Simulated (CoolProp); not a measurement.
Properties of CHF3 (R23) along the isobar 0.101 MPa.

Values from CoolProp's reference Helmholtz-energy equation of state, Penoncello 2003.

| T (K) | phase | cp (kJ/(kg K)) | expansivity (1/kK) | viscosity (µPa s) | conductivity (mW/(m K)) | fugacity coefficient |
|---|---|---|---|---|---|---|
| 142.6 | liquid | 1.195 | 2.116 | 860 | 199 | 0.01916 |
| 150 | liquid | (withheld) | 2.176 | 703 | 185 | 0.04248 |
| 157.5 | liquid | 1.201 | 2.239 | 584 | 173 | 0.08706 |
| 165 | liquid | 1.206 | (withheld) | 495 | 163 | 0.1651 |
| 172.5 | liquid | 1.212 | 2.390 | 425 | 154 | 0.2930 |
| 180 | liquid | 1.221 | 2.481 | 369 | (withheld) | 0.4907 |
| 187.5 | liquid | 1.231 | 2.587 | 324 | 138 | 0.7812 |
| 195 | gas | 0.6798 | 6.092 | 9.68 | 8.12 | 0.9633 |
| 202.5 | gas | 0.6639 | 5.667 | 10.1 | 8.52 | 0.9687 |
| 210 | gas | 0.6567 | 5.330 | 10.5 | 8.92 | 0.9730 |
| 217.5 | gas | 0.6550 | 5.052 | 10.9 | 9.32 | 0.9765 |
| 225 | gas | 0.6569 | 4.815 | 11.3 | 9.72 | 0.9793 |
| 232.5 | gas | 0.6612 | 4.608 | 11.7 | 10.1 | 0.9817 |

Problem. Fill in the missing entries.

Solution. 
- 150, cp (kJ/(kg K)): 1.197
- 165, expansivity (1/kK): 2.310
- 180, conductivity (mW/(m K)): 146

Viscosity comes from a separate model (Shan 2000). Thermal conductivity comes from a separate model (Shan 2000).
